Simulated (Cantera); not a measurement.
What does this Cantera script print?

```python
import numpy as np
import cantera as ct

surf = ct.Interface("diamond.yaml", "diamond_100")
gas, bulk = surf.adjacent["gas"], surf.adjacent["diamond"]
k = surf.kinetics_species_index(bulk.species_names[0])
cover = ["c6HH", "c6H*", "c6*H", "c6**", "c6HM", "c6B"]

rows, drift = [], 0.0
print(f"{'xH':>10s}{'um/h':>11s}" + "".join(f"{s:>11s}" for s in cover))
for v in [0.0001, 0.00024, 0.0006, 0.0015, 0.0036, 0.0087, 0.021, 0.052, 0.13]:
    T, P, xH, xCH3 = 1400, 8500, v, 2.2e-05
    gas.TPX = T, P, {"H": xH, "CH3": xCH3, "CH4": 0.0028, "H2": 1 - xH - xCH3 - 0.0028}
    surf.TP = bulk.TP = T, P
    surf.coverages = "c6H*:0.1, c6HH:0.9"
    surf.advance_coverages(100.0)
    before = surf.coverages
    surf.advance_coverages(100.0)
    drift = max(drift, np.max(np.abs(surf.coverages - before) / (surf.coverages + 1e-9)))
    rate = surf.net_production_rates[k] * bulk.mean_molecular_weight / bulk.density * 3.6e9
    rows.append([rate, *surf[cover].coverages])
    print(f"{v:10.4g}{rate:11.4e}" + "".join(f"{x:11.3e}" for x in rows[-1][1:]))
```

Result:

```
        xH       um/h       c6HH       c6H*       c6*H       c6**       c6HM        c6B
    0.0001 2.5305e-03  7.132e-01  2.793e-02  2.557e-01  3.118e-03  4.198e-06  6.867e-12
   0.00024 1.6480e-02  5.707e-01  4.131e-02  3.782e-01  9.717e-03  6.379e-06  4.472e-11
    0.0006 7.4117e-02  4.524e-01  5.164e-02  4.726e-01  2.317e-02  8.680e-06  2.011e-10
    0.0015 2.0123e-01  3.828e-01  5.685e-02  5.201e-01  4.008e-02  1.105e-05  5.460e-10
    0.0036 3.5603e-01  3.496e-01  5.884e-02  5.380e-01  5.336e-02  1.300e-05  9.661e-10
    0.0087 5.1507e-01  3.343e-01  5.965e-02  5.446e-01  6.143e-02  1.404e-05  1.398e-09
     0.021 7.1518e-01  3.276e-01  6.012e-02  5.468e-01  6.547e-02  1.395e-05  1.941e-09
     0.052 1.0551e+00  3.246e-01  6.074e-02  5.471e-01  6.748e-02  1.255e-05  2.863e-09
      0.13 1.6052e+00  3.233e-01  6.204e-02  5.459e-01  6.872e-02  9.748e-06  4.356e-09
```

Cantera simulation using the Harris–Goodwin 1993 mechanism for the reconstructed diamond (100) surface; the numbers are that mechanism's predictions, not measurements.
